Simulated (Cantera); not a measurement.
Input: 1 mol Si, 0.25 mol N2O, 97 mol H2, equilibrated at 1000 Pa.

Method: chemical equilibrium by Gibbs-energy minimisation in Cantera with the NASA 1993 tables (ideal gas, pure condensed phases). Candidate condensed phases: H2O, Si, SiO2, Si2N2O, Si3N4; 35 gas species. Gases not in the tables: Si2H6 and higher silanes. The numbers say what is thermodynamically allowed, not how fast it happens. All values below are at 2125 K.

Base state: H2 0.952, H 0.0354, Si 0.00697, SiO 0.00250, N2 0.00250, SiH 0.000350, SiH2 7.92e-5, Si2 3.85e-5 (mole fractions); condensed: gas only.

Q: What changes in the equilibrium state with this change: N2O from 0.25 to 3.6 mol?

A: 
```json
[
 {"species": "H2", "before": "0.952", "after": "0.896"},
 {"species": "N2", "before": "0.00250", "after": "0.0348"},
 {"species": "H", "before": "0.0354", "after": "0.0344"},
 {"species": "H2O", "before": "3.02e-8", "after": "0.0250"},
 {"species": "SiO", "before": "0.00250", "after": "0.00967"},
 {"species": "SiH", "before": "0.000350", "after": "1.49e-9"},
 {"species": "Si", "before": "0.00697", "after": "3.06e-8"},
 {"species": "OH", "before": "<1e-9", "after": "0.000119"}
]
```
